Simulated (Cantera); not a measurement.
An adiabatic, constant-pressure homogeneous reactor starts with 12.4 % H₂, 6.93 % O₂, 65.8 % N₂, 14.9 % H₂O, equivalence ratio 0.89, at 1800 K and 750 Torr.

Detailed kinetics in Cantera: GRI-Mech 3.0 (53 species, 325 reactions).

One state of this run: T (K) = 2454; x H₂ = 0.0129; x O₂ = 0.00985; x H₂O = 0.268; x H = 0.00234; x NO = 0.00407; x O = 0.00115; x N₂O = 2.21e-7. x: mole fraction; the columns are a selection and need not sum to one.

Problem. Which value of t (s) does it belong to?
A. 0.0439
B. 0.000720
C. 2.68e-5
D. 6.11e-5

Solution. A, 0.0439
